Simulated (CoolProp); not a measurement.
The numbers come from the reference Helmholtz-energy equation of state, Younglove 1994 in CoolProp. It is a modified Benedict-Webb-Rubin equation, recast in Helmholtz form.

### Question
Give the vapour pressure (kPa), liquid density (kg/m³), vapour Z, surface tension (mN/m) of saturated R123 at 216.5, 251.9 K.

### Answer
```tsv
T (K)	p (kPa)	liquid density (kg/m³)	vapour Z	surface tension (mN/m)
216.5	1.06	1660	0.998	25.4
251.9	11.2	1580	0.991	20.8
```

Surface tension comes from a separate correlation (Mulero 2012).
